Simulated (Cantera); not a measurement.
An isothermal, constant-pressure homogeneous reactor starts with H2 : O2 : N2 = 0.046 : 1 : 3.7 (molar parts), equivalence ratio 0.023, at 1150 K and 1.05 Torr. Integrator tolerance rtol = 1e-08.

Computed with Cantera and the H2/O2 subset of GRI-Mech 3.0, which has no nitrogen chemistry. Radical loss at walls, strong at low pressure, is not modelled.

### Question
What does this change do: pressure from 1.05 Torr to 10.00 Torr?

### Answer
```
quantity                                             before                                      after
-----------------  ----------------------------------------  -----------------------------------------
x(H2) at 20.0 s     5.80e-5 (gas-phase equilibrium 2.47e-9)   5.56e-8 (gas-phase equilibrium 8.02e-10)
x(O2) at 20.0 s         0.205 (gas-phase equilibrium 0.207)        0.207 (gas-phase equilibrium 0.207)
x(H2O) at 20.0 s    0.00930 (gas-phase equilibrium 0.00974)    0.00973 (gas-phase equilibrium 0.00974)
x(OH) at 20.0 s    0.000361 (gas-phase equilibrium 2.38e-6)    1.12e-5 (gas-phase equilibrium 1.35e-6)
x(H2O2) at 20.0 s  1.61e-9 (gas-phase equilibrium 2.49e-12)  4.07e-10 (gas-phase equilibrium 7.68e-12)
```

### Question
What does this change do: N2 3.7 to 28 parts?

### Answer
| quantity | before | after |
|---|---|---|
| x(H2) at 20.0 s | 5.80e-5 (gas-phase equilibrium 2.47e-9) | 2.06e-5 (gas-phase equilibrium 9.98e-10) |
| x(O2) at 20.0 s | 0.205 (gas-phase equilibrium 0.207) | 0.0332 (gas-phase equilibrium 0.0337) |
| x(H2O) at 20.0 s | 0.00930 (gas-phase equilibrium 0.00974) | 0.00142 (gas-phase equilibrium 0.00158) |
| x(OH) at 20.0 s | 0.000361 (gas-phase equilibrium 2.38e-6) | 8.67e-5 (gas-phase equilibrium 6.09e-7) |
| x(H2O2) at 20.0 s | 1.61e-9 (gas-phase equilibrium 2.49e-12) | 2.30e-10 (gas-phase equilibrium <1e-12) |
